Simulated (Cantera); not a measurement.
A perfectly stirred reactor is fed with 25.0 % H2, 19.2 % O2, 55.8 % N2, equivalence ratio 0.65, at 0.860 bar; it is held at 1298 K, and followed from long to short residence time.

Computed with Cantera and GRI-Mech 3.0 (53 species, 325 reactions). The temperature is held fixed by assumption; the heat of reaction is taken as removed at once.

**Question.** Predict: x(H2) at τ = 1.10 s; x(O2) at τ = 1.10 s; x(O) at τ = 1.10 s; x(NO2) at τ = 1.10 s; x(HO2) at τ = 1.10 s; x(H2) at τ = 13.0 ms; x(O2) at τ = 13.0 ms; x(O) at τ = 13.0 ms; x(NO2) at τ = 13.0 ms; x(HO2) at τ = 13.0 ms.

**Answer.** 
- x(H2) at τ = 1.10 s: 9.82e-5
- x(O2) at τ = 1.10 s: 0.0769
- x(O) at τ = 1.10 s: 9.47e-6
- x(NO2) at τ = 1.10 s: 1.64e-8
- x(HO2) at τ = 1.10 s: 3.65e-6
- x(H2) at τ = 13.0 ms: 0.00182
- x(O2) at τ = 13.0 ms: 0.0774
- x(O) at τ = 13.0 ms: 0.000224
- x(NO2) at τ = 13.0 ms: 2.93e-9
- x(HO2) at τ = 13.0 ms: 3.78e-5
